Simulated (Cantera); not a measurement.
Charge: 1 mol Al(CH3)3, 3.4 mol NH3, 420 mol N2, held at 1273 K and 460 Pa.

These are equilibrium values from Cantera (NASA tables, ideal gas, pure condensed phases), not measurements of a reactor. Candidate condensed phases: Al, AlN, C, C6H6, C7H8, C8H18; 97 gas species. The feed counts by its element totals alone. The numbers say what is thermodynamically allowed, not how fast it happens.

Base state: N2 0.978, H2 0.0223, HCN 2.36e-5 (mole fractions); condensed: AlN(s) + C(graphite).

Question: What changes in the equilibrium state with this change: NH3 from 3.4 to 0.67 mol?

Answer: 
```tsv
species	before	after
N2	0.978	0.987
H2	0.0223	0.0129
HCN	2.36e-5	1.80e-5
AlN(s), mol	1.00	1.00
C(graphite), mol	2.99	2.99
```

Question: What changes in the equilibrium state with this change: temperature from 1273 K to 1948.15 K?

Answer: 
| species | before | after |
|---|---|---|
| N2 | 0.978 | 0.973 |
| H2 | 0.0223 | 0.0201 |
| H | 1.57e-6 | 0.00236 |
| Al | <1e-9 | 0.00230 |
| C2H2 (acetylene) | 8.28e-9 | 1.08e-5 |
| HNC | 1.67e-7 | 8.63e-5 |
| HCN | 2.36e-5 | 0.00167 |
| AlN(s), mol | 1.00 | 0 |
| C(graphite), mol | 2.99 | 2.23 |
